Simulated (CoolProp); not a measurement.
The numbers come from the reference Helmholtz-energy equation of state, Thol 2014 in CoolProp.

Problem. For chloromethane (R40), give the phase and the Joule-Thomson coefficient (K/MPa) at 295.6 K and 0.0627 MPa.

Solution. 
- 295.6 K and 0.0627 MPa: gas; Joule-Thomson coefficient 37.9
